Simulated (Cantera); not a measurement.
Charge: 1 mol Pb, 0.082 mol CO2, 0.38 mol CO, equilibrated at 0.150 bar.

These are equilibrium values from Cantera (NASA tables, ideal gas, pure condensed phases), not measurements of a reactor. Candidate condensed phases: C, Pb, PbO, PbO2, Pb3O4; 15 gas species. Rates play no part.

**Question.** Which condensed phases are stable at each of these points (T (°C)): 1125, 1150, 1175, 1200, 1225, 1250, 1275, 1300, 1325, 1350, 1375, 1400, 1425?

**Answer.** 
| T (°C) | condensed phases | Pb condensed (%) |
|---|---|---|
| 1125 | Pb(l) | 97.2 |
| 1150 | Pb(l) | 96.3 |
| 1175 | Pb(l) | 95.0 |
| 1200 | Pb(l) | 93.4 |
| 1225 | Pb(l) | 91.2 |
| 1250 | Pb(l) | 88.2 |
| 1275 | Pb(l) | 84.0 |
| 1300 | Pb(l) | 78.2 |
| 1325 | Pb(l) | 69.5 |
| 1350 | Pb(l) | 55.6 |
| 1375 | Pb(l) | 30.8 |
| 1400 | gas only | 0.0 |
| 1425 | gas only | 0.0 |

From 1125 °C to 1375 °C the condensed part is Pb(l). From 1400 °C to 1425 °C nothing is condensed.
